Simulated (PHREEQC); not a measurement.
# Nickel, zinc or cadmium bath (model solution)

Consider water at 25 °C and 50 atm with 0.019 mol/kgw ZnSO4, 0.015 mol/kgw Na2SO4 and 0.0013 mol/kgw H2SO4. Closed to the air; pH follows from the charge balance.

Equilibrium calculation in PHREEQC: ion-association model, phreeqc.dat.

The pH is 2.93, the ionic strength is 0.0837 mol/kgw and the density comes out as 1.004 g/cm³. The total alkalinity is -2.60 meq/kg.

```csv
species,molality,activity,log γ
Na+,0.0287,0.0229,-0.099
SO4-2,0.0222,0.00880,-0.402
Zn+2,0.00993,0.00396,-0.399
ZnSO4,0.00753,0.00768,0.008
Zn(SO4)2-2,0.00154,0.000605,-0.406
H+,0.00140,0.00117,-0.079
NaSO4-,0.00126,0.00101,-0.097
HSO4-,0.00120,0.000949,-0.101
ZnOH+,4.63e-9,3.67e-9,-0.101
```

Precipitation was switched off in this run. Under pressure, the constants of complexes without a molar volume in the database are unreliable.
